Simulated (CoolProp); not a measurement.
Vapour-liquid equilibrium of diethyl ether (1) + n-hexane (2) at 0.233 MPa; x and y are mole fractions of (1).

Computed with CoolProp (multi-fluid Helmholtz-energy mixture model, Thol 2014 and Thol 2019; pair parameters Bell 2016).

Task: Give the bubble temperature and the first vapour's composition at x = 0.05, 0.35, 0.65. Is there an azeotrope?

Result: x = 0.05: 94.0 °C, y = 0.133; x = 0.35: 78.4 °C, y = 0.591; x = 0.65: 68.7 °C, y = 0.822. No azeotrope shows between x = 0.05 and 0.95.

Pair parameters are fitted to limited data, so mixtures are less certain than the pure fluids.
